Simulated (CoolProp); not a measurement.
Vapour-liquid equilibrium of n-heptane (1) + o-xylene (2) at 279 kPa; x and y are mole fractions of (1).

Values from CoolProp's multi-fluid Helmholtz-energy mixture model, Span 2003 and Zhou 2012; pair parameters Bell 2016.

```tsv
x	bubble temperature, mixture model (°C)	bubble temperature, Raoult's law (°C)	y, mixture model	y, Raoult's law
0.05	181.8	183.1	0.143	0.130
0.2	169.3	172.3	0.435	0.423
0.35	160.3	163.3	0.613	0.620
0.5	153.4	155.7	0.735	0.757
0.65	147.7	149.2	0.829	0.856
0.8	142.8	143.6	0.908	0.929
0.95	138.5	138.6	0.978	0.984
```

The largest gap from Raoult's law is -3.0 K in bubble temperature, at x = 0.35. No azeotrope shows between x = 0.05 and 0.95.

Pair parameters are fitted to limited data, so mixtures are less certain than the pure fluids.
